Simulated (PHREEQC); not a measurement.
A PHREEQC input (ion-association model, phreeqc.dat):

```
SOLUTION 1
  temp 25
  units mg/L
  pH 5.96 charge
  pe 8.5
  Na 4.29
  K 13.9
  Ca 4.46
  Mg 1.64
  Cl 12.4
  S(6) 5.42 as SO4
  Alkalinity 26 as HCO3
  B 0.0367
  Ba 0.0194
END
USE solution 1
EQUILIBRIUM_PHASES 1
  CO2(g) -2 10
END
```

It stops with these messages:

```
ERROR: pH adustment cannot attain charge balance when alkalinity is fixed.
ERROR: Program terminating due to input errors.
```

The fault: pH asked from the charge balance while alkalinity is fixed. The line should read `pH 5.96` where the input has `pH 5.96 charge`. With the mend the run ends at pH 6.43 and ionic strength 0.00112 mol/kgw.
